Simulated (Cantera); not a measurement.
Cantera run, input and output.

```python
import numpy as np
import cantera as ct

surf = ct.Interface("diamond.yaml", "diamond_100")
gas, bulk = surf.adjacent["gas"], surf.adjacent["diamond"]
k = surf.kinetics_species_index(bulk.species_names[0])
cover = ["c6HH", "c6H*", "c6*H", "c6**", "c6HM", "c6B"]

rows, drift = [], 0.0
print(f"{'T':>10s}{'um/h':>11s}" + "".join(f"{s:>11s}" for s in cover))
for v in [925, 975, 1025, 1075, 1125, 1175, 1225, 1275, 1325, 1375]:
    T, P, xH, xCH3 = v, 1700, 0.001, 7e-05
    gas.TPX = T, P, {"H": xH, "CH3": xCH3, "CH4": 0.0093, "H2": 1 - xH - xCH3 - 0.0093}
    surf.TP = bulk.TP = T, P
    surf.coverages = "c6H*:0.1, c6HH:0.9"
    surf.advance_coverages(100.0)
    before = surf.coverages
    surf.advance_coverages(100.0)
    drift = max(drift, np.max(np.abs(surf.coverages - before) / (surf.coverages + 1e-9)))
    rate = surf.net_production_rates[k] * bulk.mean_molecular_weight / bulk.density * 3.6e9
    rows.append([rate, *surf[cover].coverages])
    print(f"{v:10.4g}{rate:11.4e}" + "".join(f"{x:11.3e}" for x in rows[-1][1:]))
```

It prints:

```
         T       um/h       c6HH       c6H*       c6*H       c6**       c6HM        c6B
       925 3.7160e-01  6.305e-01  1.148e-02  2.953e-01  4.874e-03  4.541e-02  1.008e-09
       975 4.0543e-01  5.974e-01  1.541e-02  3.391e-01  7.227e-03  3.054e-02  1.100e-09
      1025 3.3448e-01  5.665e-01  1.992e-02  3.807e-01  1.017e-02  1.599e-02  9.076e-10
      1075 2.1135e-01  5.352e-01  2.478e-02  4.168e-01  1.356e-02  6.301e-03  5.735e-10
      1125 1.2860e-01  5.041e-01  2.974e-02  4.452e-01  1.717e-02  2.119e-03  3.490e-10
      1175 9.6077e-02  4.759e-01  3.470e-02  4.670e-01  2.078e-02  6.884e-04  2.607e-10
      1225 8.9912e-02  4.521e-01  3.959e-02  4.830e-01  2.420e-02  2.274e-04  2.440e-10
      1275 8.7348e-02  4.334e-01  4.433e-02  4.942e-01  2.729e-02  7.649e-05  2.370e-10
      1325 7.0710e-02  4.196e-01  4.886e-02  5.012e-01  2.992e-02  2.595e-05  1.919e-10
      1375 4.2856e-02  4.102e-01  5.313e-02  5.044e-01  3.199e-02  9.189e-06  1.163e-10
```

Computed with Cantera and the Harris–Goodwin 1993 mechanism for the reconstructed diamond (100) surface.
